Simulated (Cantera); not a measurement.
A closed system holds: 1 mol SiCl4, 0.62 mol C3H8, 7.7 mol H2, at 0.110 bar.

Method: chemical equilibrium by Gibbs-energy minimisation in Cantera with the NASA 1993 tables (ideal gas, pure condensed phases). Candidate condensed phases: C, C6H6, C7H8, C8H18, Si, SiC; 109 gas species. The tables' values for SiCl, SiCl3 are old estimates; treat these amounts as uncertain. Gases not in the tables: Si2H6 and higher silanes. Rates play no part. All values below are at 1977 °C.

Base state: H2 0.679, HCl 0.269, SiCl2 0.0243, H 0.0185, Cl 0.00528, C2H2 (acetylene) 0.00227, SiCl 0.000738, Si 0.000671 (mole fractions); condensed: C(graphite) + SiC(s).

Q: What changes in the equilibrium state with this change: SiCl4 replaced by (CH3)2SiCl2?

A: 
| species | before | after |
|---|---|---|
| H2 | 0.679 | 0.841 |
| HCl | 0.269 | 0.128 |
| H | 0.0185 | 0.0205 |
| SiCl2 | 0.0243 | 0.00444 |
| SiCl3 | 0.000278 | 2.17e-5 |
| Cl | 0.00528 | 0.00226 |
| SiCl | 0.000738 | 0.000315 |
| CH4 | 1.20e-5 | 1.84e-5 |
| C(graphite), mol | 1.13 | 2.86 |
| SiC(s), mol | 0.676 | 0.917 |
The feed counts by its element totals alone.
